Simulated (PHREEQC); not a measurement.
Solution (25 °C): 0.012 mol/kgw HF, 3.1e-05 mol/kgw (NH4)2SiF6 and 0.00028 mol/kgw H3PO4. Closed to the air; pH follows from the charge balance.

Model: ion-association model, phreeqc.dat, run in PHREEQC.

Each row changes one thing in this solution. No solid was allowed to form.

| case | pH | ionic strength (mol/kgw) | HF (mol/kgw) | F- (mol/kgw) | HF2- (mol/kgw) |
|---|---|---|---|---|---|
| as made | 2.58 | 0.00288 | 0.00932 | 0.00250 | 8.94e-5 |
| HF from 0.012 to 0.0012 mol/kgw | 3.10 | 0.000892 | 0.000740 | 0.000636 | 1.80e-6 |
| (NH4)2SiF6 replaced by NH4HF2 at the same molality | 2.58 | 0.00281 | 0.00937 | 0.00252 | 9.04e-5 |
| (NH4)2SiF6 from 3.1e-05 to 4.65e-05 mol/kgw | 2.58 | 0.00293 | 0.00932 | 0.00250 | 8.94e-5 |
| H3PO4 left out | 2.60 | 0.00276 | 0.00924 | 0.00258 | 9.15e-5 |
| H3PO4 from 0.00028 to 2.8e-05 mol/kgw | 2.60 | 0.00278 | 0.00925 | 0.00257 | 9.12e-5 |
| 0.014 mol/kgw HCl added | 1.88 | 0.0149 | 0.0113 | 0.000645 | 2.79e-5 |

SiF6-2 is the database's only silicon fluoride.
